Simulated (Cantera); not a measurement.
What does this Cantera script print?

```python
import numpy as np
import cantera as ct

gas_names = """
    C CO CO2 C2 C2O C3 C3O2 C4 C5 O O2 O3 Ti TiO TiO2
""".split()
cond_names = """
    C(gr) Ti(a) Ti(b) Ti(L) TiC(s) TiC(L) TiO(a) TiO(b) TiO(L) TiO2(ru) TiO2(L) Ti2O3(a) Ti2O3(b)
    Ti2O3(L) Ti3O5(a) Ti3O5(b) Ti3O5(L) Ti4O7(s) Ti4O7(L)
""".split()


def load(file, names, dense=False):
    # The tables refer to 1 bar. Condensed volumes are neglected.
    table = {s.name: s for s in ct.Species.list_from_file(file)}
    out = []
    for n in names:
        d = dict(table[n].input_data)
        d["thermo"] = dict(d["thermo"], **{"reference-pressure": 1e5})
        if dense:
            d["equation-of-state"] = {"model": "constant-volume", "density": "1e6 g/cm^3"}
        out.append(ct.Species.from_dict(d))
    return out


gas = ct.Solution(thermo="ideal-gas", species=load("nasa_gas.yaml", gas_names))
cond = {s.name: ct.Solution(thermo="fixed-stoichiometry", species=[s], name=s.name)
        for s in load("nasa_condensed.yaml", cond_names, dense=True)}
atoms = {
    'TiO2': {'Ti': 1, 'O': 2},
    'C': {'C': 1},
    'CO': {'C': 1, 'O': 1},
}
top_T = {'C(gr)': 4500}  # K; cautious upper limits of use, not melting points


def equilibrate(T, P, feed):
    n = {}
    for name, mol in feed.items():
        for a, k in atoms[name].items():
            n[a] = n.get(a, 0.0) + k * mol
    gas.TPX = T, P, n
    mass = sum(n.values()) * gas.mean_molecular_weight
    gas.equilibrate("TP")
    valid = [c for c in cond.values() if c.min_temp <= T <= top_T.get(c.name, c.max_temp)]
    mix = ct.Mixture([(gas, mass / gas.mean_molecular_weight)] + [(c, 0.0) for c in valid])
    mix.T, mix.P = T, P
    mix.equilibrate("TP", solver="vcs", rtol=1e-11, max_steps=5000)
    return mix


results = []
feed = {'TiO2': 1, 'C': 0.3, 'CO': 0.047}  # mol
T = 1400  # K
P = 13332.2  # Pa
mix = equilibrate(T, P, feed)
results.append((T, P, feed, dict(zip(mix.species_names, mix.species_moles))))
x = sorted(zip(gas.X, gas.species_names), reverse=True)
print(f"T = {T:g} K  P = {P:g} Pa  gas = {mix.phase_moles(0):.4g} mol")
print("   x: " + "  ".join(f"{s} {v:.3e}" for v, s in x if v > 0.0001))
print("   condensed (mol): " + ("  ".join(f"{mix.phase(i).name} {mix.phase_moles(i):.4g}"
      for i in range(1, mix.n_phases) if mix.phase_moles(i) > 1e-12) or "none"))
```

Output:

```
T = 1400 K  P = 13332.2 Pa  gas = 0.347 mol
   x: CO 9.992e-01  CO2 7.856e-04
   condensed (mol): Ti3O5(b) 0.2011  Ti4O7(s) 0.09918
```

Method: chemical equilibrium by Gibbs-energy minimisation in Cantera with the NASA 1993 tables (ideal gas, pure condensed phases). Mutual solubility and eutectic melting of coexisting phases are not modelled. Condensed phases not in the tables: Magnéli phases beyond Ti4O7.
